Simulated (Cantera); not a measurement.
## Thermodynamics of silicon oxide and oxynitride deposition, feed TEOS + CO₂

Feed: 1 mol TEOS, 0.15 mol CO₂, equilibrated at 8.90 Pa.

Cantera equilibrium calculation (NASA polynomials, part measured and part estimated; ideal gas, pure solids and liquids). Candidate condensed phases: C, C₆H₆, C₇H₈, C₈H₁₈, H₂O, Si, SiC, SiO₂; 123 gas species. The feed counts by its element totals alone. Kinetics and transport are ignored.

| T (K) | log p H₂ | log p CO | log p H | log p H₂O | log p CH₄ | log p CO₂ | log p Si | n C(graphite) | n SiO₂(α-quartz) | n SiO₂(β-quartz) | n SiC(s) |
|---|---|---|---|---|---|---|---|---|---|---|---|
| 525 | -4.17 | -6.68 | <-16 | -4.88 | -5.35 | -5.45 | <-16 | 7.23 | 1.00 | 0 | 0 |
| 675 | -4.13 | -4.90 | <-16 | -6.03 | -7.10 | -5.72 | <-16 | 6.22 | 1.00 | 0 | 0 |
| 825 | -4.14 | -4.78 | -13.17 | -7.82 | -8.32 | -7.91 | <-16 | 5.85 | 1.00 | 0 | 0 |
| 975 | -4.14 | -4.78 | -11.01 | -9.14 | -9.18 | -9.58 | <-16 | 5.85 | 0 | 1.00 | 0 |
| 1125 | -4.14 | -4.78 | -9.42 | -10.11 | -9.82 | -10.79 | <-16 | 5.85 | 0 | 1.000 | 0 |
| 1275 | -4.21 | -4.57 | -8.24 | -10.71 | -10.44 | -11.30 | -13.30 | 2.86 | 0 | 0 | 0.997 |
| 1425 | -4.21 | -4.57 | -7.27 | -11.30 | -10.84 | -12.02 | -11.06 | 2.86 | 0 | 0 | 0.994 |
| 1575 | -4.21 | -4.57 | -6.49 | -11.77 | -11.16 | -12.60 | -9.26 | 2.87 | 0 | 0 | 0.989 |
| 1725 | -4.21 | -4.58 | -5.84 | -12.17 | -11.43 | -13.08 | -7.77 | 2.89 | 0 | 0 | 0.978 |
| 1875 | -4.24 | -4.59 | -5.30 | -12.53 | -11.69 | -13.49 | -6.52 | 2.95 | 0 | 0 | 0.917 |
| 2025 | -4.32 | -4.63 | -4.87 | -12.92 | -12.03 | -13.91 | -5.46 | 3.55 | 0 | 0 | 0.249 |
log p: log10 of the partial pressure in bar; n: condensed amount in mol.

From 525 K to 825 K the condensed part is C(graphite) + SiO₂(α-quartz). From 975 K to 1125 K the condensed part is C(graphite) + SiO₂(β-quartz). From 1275 K to 2025 K the condensed part is C(graphite) + SiC(s).
